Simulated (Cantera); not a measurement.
Cantera run:

```python
import numpy as np
import cantera as ct

gas_names = [...]  # 110 gases of nasa_gas.yaml made of C, H, O
cond_names = """
    C(gr) C6H6(L) C7H8(L) C8H18(L),n-octa H2O(s) H2O(L)
""".split()


# ... load() reads the species with a 1 bar reference pressure and builds the phases ...
atoms = {
    'n-butane': {'C': 4, 'H': 10},
    'CO2': {'C': 1, 'O': 2},
}
top_T = {'C(gr)': 4500}  # K; cautious upper limits of use, not melting points


# ... equilibrate(T, P, feed) seeds the gas with the atoms and calls Mixture.equilibrate('TP', solver="vcs", rtol=1e-11, max_steps=5000) ...
results = []
feed = {'n-butane': 1, 'CO2': 0.033}  # mol
T = 1698  # K
P = 13332.2  # Pa
mix = equilibrate(T, P, feed)
results.append((T, P, feed, dict(zip(mix.species_names, mix.species_moles))))
x = sorted(zip(gas.X, gas.species_names), reverse=True)
print(f"T = {T:g} K  P = {P:g} Pa  gas = {mix.phase_moles(0):.4g} mol")
print("   x: " + "  ".join(f"{s} {v:.3e}" for v, s in x if v > 0.001))
print("   condensed (mol): " + ("  ".join(f"{mix.phase(i).name} {mix.phase_moles(i):.4g}"
      for i in range(1, mix.n_phases) if mix.phase_moles(i) > 1e-12) or "none"))
```

Output:

```
T = 1698 K  P = 13332.2 Pa  gas = 5.066 mol
   x: H2 9.864e-01  CO 1.303e-02
   condensed (mol): C(gr) 3.966
```

Method: chemical equilibrium by Gibbs-energy minimisation in Cantera with the NASA 1993 tables (ideal gas, pure condensed phases).
